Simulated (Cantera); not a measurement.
What does this Cantera script print?

```python
import numpy as np
import cantera as ct

gas_names = """
    N NO NO2 NO3 N2 N2O O O2 O3 Zr ZrN ZrO ZrO2
""".split()
cond_names = """
    Zr(a) Zr(b) Zr(L) ZrN(s) ZrN(L) ZrO2(a) ZrO2(b) ZrO2(L)
""".split()


# ... load() reads the species with a 1 bar reference pressure and builds the phases ...
atoms = {
    'Zr': {'Zr': 1},
    'N2O': {'N': 2, 'O': 1},
    'N2': {'N': 2},
}
top_T = {}  # K; cautious upper limits of use, not melting points


# ... equilibrate(T, P, feed) seeds the gas with the atoms and calls Mixture.equilibrate('TP', solver="vcs", rtol=1e-11, max_steps=5000) ...
results = []
feed = {'Zr': 1, 'N2O': 4.6, 'N2': 2.4}  # mol
P = 200  # Pa
for T in [1223, 1273, 1323, 1373, 1423, 1473, 1523]:
    mix = equilibrate(T, P, feed)
    results.append((T, P, feed, dict(zip(mix.species_names, mix.species_moles))))

top = {s: max(r[3][s] / sum(r[3][g] for g in gas_names) for r in results) for s in gas_names}
cols = sorted((s for s in top if top[s] > 1e-05), key=lambda s: -top[s])[:5]
seen = [c for c in cond_names if any(r[3].get(c, 0) > 1e-12 for r in results)]
print("log10 of partial pressures in bar; condensed amounts in mol")
print(f"{'T/K':>10s}" + "".join(f"{s[:9]:>10s}" for s in cols + seen))
for T, P, feed, n in results:
    ng = sum(n[g] for g in gas_names)
    print(f"{T:10.4g}" + "".join(f"{np.log10(max(n[s] / ng * P / 1e5, 1e-99)):10.3f}" for s in cols)
          + "".join(f"{n.get(c, 0):10.4g}" for c in seen))
```

It prints:

```
log10 of partial pressures in bar; condensed amounts in mol
       T/K        N2        O2        NO         O   ZrO2(a)   ZrO2(b)
      1223    -2.773    -3.504    -6.382    -9.146         1         0
      1273    -2.773    -3.505    -6.229    -8.721         1         0
      1323    -2.773    -3.505    -6.087    -8.327         1         0
      1373    -2.773    -3.505    -5.955    -7.963         1         0
      1423    -2.773    -3.505    -5.833    -7.623         1         0
      1473    -2.773    -3.505    -5.719    -7.307         1         0
      1523    -2.773    -3.506    -5.613    -7.011         0         1
```

These are equilibrium values from Cantera (NASA tables, ideal gas, pure condensed phases), not measurements of a reactor.
